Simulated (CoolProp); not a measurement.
R141b at 298.15 K and 0.0159 MPa is throttled through a valve to 0.00322 MPa with no heat exchange. Each further row changes one setting.

Model: reference Helmholtz-energy equation of state, Lemmon 2006, in CoolProp. It is a short technical equation, of lower accuracy than the large ones.

```csv
case,temperature change (K),final density (kg/m³)
as stated,-0.6,0.152
outlet pressure 0.000966 MPa,-0.6,0.0457
outlet pressure 0.00419 MPa,-0.5,0.198
```
